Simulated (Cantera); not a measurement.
Charge: 1 mol V2O5, 21 mol H2, 1.9 mol H2O, held at 1848 K and 33.0 mbar.

These are equilibrium values from Cantera (NASA tables, ideal gas, pure condensed phases), not measurements of a reactor. Candidate condensed phases: H2O, V, VO, V2O3, V2O4, V2O5; 12 gas species. Condensed phases not in the tables: the oxides between V2O3 and V2O5 other than VO2. Rates play no part.

Base state: H2 0.827, H2O 0.170, H 0.00265, VO2 0.000107, OH 4.01e-5 (mole fractions); condensed: V2O3(s).

Task: What changes in the equilibrium state with this change: temperature from 1848 K to 1075 K?

Result: 
```tsv
species	before	after
H2	0.827	0.830
H2O	0.170	0.170
H	0.00265	7.36e-8
VO2	0.000107	<1e-9
OH	4.01e-5	<1e-9
V2O3(s), mol	0.999	1.00
```
